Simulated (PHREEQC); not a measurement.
0.012 g of hydrous ferric oxide (600 m²/g; 0.2 weak and 0.005 strong sites per Fe, Dzombak-Morel constants, diffuse double layer) in 1 kg of water with 0.05 mol/kgw of an inert sodium salt and 0.046 mmol/kgw Na2SO4 and 0.0079 mmol/kgw Ag2SO4, at 25 °C; the pH is set by adding NaOH or the inert anion's acid. Oxygen is held at 0.21 atm. The system is closed to CO2. Precipitation was switched off in this run.

Base run: PHREEQC, ion-association model, wateq4f.dat. Each further column changes one thing. The table gives Ag sorbed (%).

```
pH    base  no electrostatic term (-no_edl)  background salt from 0.05 to 0.005 mol/kgw  oxide from 0.012 to 0.06 g/kgw
----  ----  -------------------------------  ------------------------------------------  ------------------------------
4      0.0                              0.0                                         0.0                             0.0
4.38   0.0                              0.0                                         0.0                             0.0
4.75   0.0                              0.0                                         0.0                             0.1
5.5    0.1                              0.0                                         0.2                             0.7
5.88   0.4                              0.0                                         0.5                             2.0
6.25   1.0                              0.2                                         1.1                             4.7
6.62   1.8                              0.7                                         2.0                             8.8
7.38   3.7                              3.4                                         3.8                            17.6
7.75   4.3                              4.3                                         4.4                            21.0
8.12   5.2                              5.2                                         5.3                            24.5
8.5    6.7                              6.4                                         7.0                            30.1
9.25  15.8                              9.8                                        17.2                            54.0
9.62  25.9                             10.9                                        28.5                            69.6
10    40.0                             11.5                                        44.1                            82.8
```
